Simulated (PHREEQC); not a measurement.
Dissolve 0.319 mol/kgw ZnSO4 at 20 °C. Closed to the air; pH follows from the charge balance.

Model: ion-association model, wateq4f.dat, run in PHREEQC.

**Question.** The ionic strength comes out as 0.579 mol/kgw. What activity coefficients do SO4-2, ZnOH+, HSO4-, Zn+2, Zn(SO4)2-2 get?

**Answer.** SO4-2 0.20, ZnOH+ 0.74, HSO4- 0.66, Zn+2 0.24, Zn(SO4)2-2 0.30.

This is a speciation only: nothing precipitates in the calculation. Species that the database lacks are ignored.
